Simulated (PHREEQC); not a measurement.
Consider water at 25 °C with 0.16 mol/kgw CuCl2 and 5.2e-05 mol/kgw Na2SO4. Closed to the air; pH follows from the charge balance.

The numbers come from PHREEQC with the ion-association model, wateq4f.dat.

No solid was allowed to form.

Problem. Order these Cl species by the share of Cl that they hold, largest first: CuCl+, Cl-, CuCl2.

Solution. Cl- (91 %), CuCl+ (8.3 %), CuCl2 (1.0 %)

The pH is 4.17 and the ionic strength 0.422 mol/kgw. The solution is supersaturated, for example in Atacamite, so a real one may precipitate; this is no full list. Complexes and solids missing from the database can't appear.
